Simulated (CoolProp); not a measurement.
Propylene glycol along the isobar 21.7 MPa: density (kg/m³) from the reference equation and from simpler models built on Tc = 674.0 K, pc = 7.292 MPa, ω = 0.327; each cubic takes its own stable root.

Computed with CoolProp (reference Helmholtz-energy equation of state, Eisenbach 2021).

```csv
T (K),phase,reference
511.8,liquid,866.0
521.8,liquid,855.8
531.8,liquid,845.4
541.8,liquid,834.6
551.8,liquid,823.6
561.7,liquid,812.3
571.7,liquid,800.6
581.7,liquid,788.4
591.7,liquid,775.9
601.7,liquid,762.8
```

**Question.** How far does each simpler model (van der Waals, Soave-Redlich-Kwong) lie from the reference over these 10 states: mean and median of the absolute difference, and the worst?

**Answer.** 
- van der Waals: mean 30.2 %, median 30.3 %, worst -31.5 % at 511.8 K and 21.7 MPa
- Soave-Redlich-Kwong: mean 1.8 %, median 1.8 %, worst -2.5 % at 601.7 K and 21.7 MPa
